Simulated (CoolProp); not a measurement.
Ethanol along the isobar 7.51 MPa: density (kg/m³) from the reference equation and from simpler models built on Tc = 514.7 K, pc = 6.268 MPa, ω = 0.644; each cubic takes its own stable root.

The numbers come from the reference Helmholtz-energy equation of state, Schroeder 2014 in CoolProp.

```csv
T (K),phase,reference
257.7,liquid,824.7
283.2,liquid,803.9
308.8,liquid,782.8
334.3,liquid,761.0
359.8,liquid,737.6
385.4,liquid,711.5
410.9,liquid,681.5
436.4,liquid,646.0
462,liquid,603.0
487.5,liquid,548.8
513,liquid,453.2
```

Q: How far does each simpler model (van der Waals, Redlich-Kwong, Peng-Robinson) lie from the reference over these 11 states: mean and median of the absolute difference, and the worst?

A: 
- van der Waals: mean 45.1 %, median 45.5 %, worst -45.8 % at 385.4 K and 7.51 MPa
- Redlich-Kwong: mean 23.9 %, median 23.4 %, worst -29.4 % at 513 K and 7.51 MPa
- Peng-Robinson: mean 8.1 %, median 5.7 %, worst -20.9 % at 513 K and 7.51 MPa
